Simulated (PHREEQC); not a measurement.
Synthetic water in mg/L, 20 °C, pH 7.58, pe -2: Na 13.1; K 0.0597; Ca 28.3; Mg 5.61; Cl 59.7; S(6) as SO4 2.41; Alkalinity as HCO3 41.5; Si as SiO2 0.186; Fe(2) 0.391; F 0.0368.

Valence states are taken as typed.

Model: ion-association model, wateq4f.dat, run in PHREEQC.

Precipitation was switched off in this run.

What charge-balance error does the model give?

charge-balance error 0.9 %.

In which forms is Fe present?

Fe+2 92 %, FeHCO3+ 4.9 %, FeCO3 1.7 %, FeOH+ 0.6 % of the Fe.

Species that the database lacks are ignored. SiF6-2 is the database's only silicon fluoride. Fluoro complexes past AlF4- and FeF3 are missing from the database.
